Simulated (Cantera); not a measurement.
A freely propagating, adiabatic, planar premixed flame of H2 : O2 : N2 = 1 : 0.333 : 1.25 (molar parts), equivalence ratio 1.5, unburnt at 423 K and 2.17 atm; unity-Lewis-number transport, grid criteria slope 0.08 and curve 0.16, no radiation.

Detailed kinetics in Cantera: the H2/O2 subset of GRI-Mech 3.0, which has no nitrogen chemistry. The hydrogen kinetics of GRI-Mech 3.0 are dated; newer H2 mechanisms differ, most at raised pressure. Unity Lewis numbers drop preferential diffusion, which matters most where H2 and H carry the flame. Burning velocities carry a grid error of a few per cent, more on coarse grids.

x: mole fraction of selected species; z is measured from the peak of heat release.

```tsv
z (mm)	T (K)	u (m/s)	x H2	x O2	x H2O	x H	x O	x HO2
-0.378	423	3.31	0.387	0.129	2.32e-7	<1e-8	<1e-8	<1e-8
-0.252	423	3.31	0.387	0.129	4.64e-6	<1e-8	<1e-8	___
-0.189	423	3.31	0.387	0.129	3.73e-5	<1e-8	1.57e-8	___
-0.126	427	3.34	0.387	0.129	0.000443	<1e-8	2.27e-7	___
-0.0630	525	4.08	0.377	0.123	0.0125	2.09e-5	1.76e-5	___
-0.0315	869	6.61	0.335	0.101	0.0605	0.00403	0.000353	___
0	1320	9.76	0.238	0.0571	0.153	0.0341	0.00260	___
0.0315	1605	11.6	0.156	0.0206	0.226	0.0644	0.00430	___
0.0630	1752	12.6	0.131	0.00783	0.253	0.0674	0.00410	___
0.126	1902	13.5	0.129	0.00308	0.266	0.0550	0.00305	___
0.252	2040	14.3	0.134	0.00163	0.274	0.0389	0.00180	___
0.504	2152	14.9	0.139	0.000798	0.281	0.0258	0.000890	___
1.01	2235	15.4	0.142	0.000331	0.287	0.0160	0.000372	___
```

Task: Complete the blanks.

Result: 
- -0.252, x HO2: 1.18e-7
- -0.189, x HO2: 9.43e-7
- -0.126, x HO2: 1.12e-5
- -0.0630, x HO2: 0.000306
- -0.0315, x HO2: 0.000359
- 0, x HO2: 0.000123
- 0.0315, x HO2: 3.80e-5
- 0.0630, x HO2: 1.33e-5
- 0.126, x HO2: 5.00e-6
- 0.252, x HO2: 2.59e-6
- 0.504, x HO2: 1.30e-6
- 1.01, x HO2: 5.63e-7
